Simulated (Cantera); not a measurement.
Input: 1 mol B2O3, 38 mol H2, at 2223.15 K and 56.0 mbar.

Equilibrium computed with Cantera from the NASA thermochemical tables; the gas is ideal and each condensed phase is pure. Candidate condensed phases: B, B2O3, B3O3H3, H2O; 23 gas species. Kinetics and transport are ignored.

Base state: H2 0.921, H 0.0260, HBO 0.0200, HBO2 0.0140, H2O 0.00719, BO 0.00674, B2O3 0.00392, B2O2 0.000878 (mole fractions); condensed: gas only.

**Question.** What changes in the equilibrium state with this change: H2 from 38 to 140 mol?

**Answer.** 
```csv
species,before,after
H2,0.921,0.956
H,0.0260,0.0265
HBO,0.0200,0.00775
HBO2,0.0140,0.00281
B2O3,0.00392,0.000294
B2O2,0.000878,0.000127
BO2,6.88e-5,1.35e-5
BO,0.00674,0.00256
OH,2.93e-5,1.54e-5
```
